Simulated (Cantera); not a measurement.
Input: 1 mol Fe₂O₃, 1.5 mol H₂O, 5.7 mol H₂, equilibrated at 1302 °C and 0.100 bar.

Method: chemical equilibrium by Gibbs-energy minimisation in Cantera with the NASA 1993 tables (ideal gas, pure condensed phases). Candidate condensed phases: Fe, FeO, Fe(OH)₂, Fe(OH)₃, Fe₂O₃, Fe₃O₄, H₂O; 12 gas species. The tables' stoichiometric FeO is somewhat more stable than real wüstite, so its field is too wide. FeO: taken at fixed stoichiometry. Equilibrium is a limit: real reactors are often held back by kinetics, nucleation or transport.

Base state: H₂ 0.653, H₂O 0.347, H 0.000106, Fe(OH)₂ 1.07e-5 (mole fractions); condensed: FeO(s).

Problem. What changes in the equilibrium state with this change: Fe₂O₃ replaced by Fe?

Solution. 
```
species        before     after
-----------  --------  --------
H₂              0.653     0.792
H₂O             0.347     0.208
H            0.000106  0.000117
Fe(OH)₂       1.07e-5   3.76e-6
FeO(s), mol      2.00         0
Fe(γ), mol          0     1.000
```
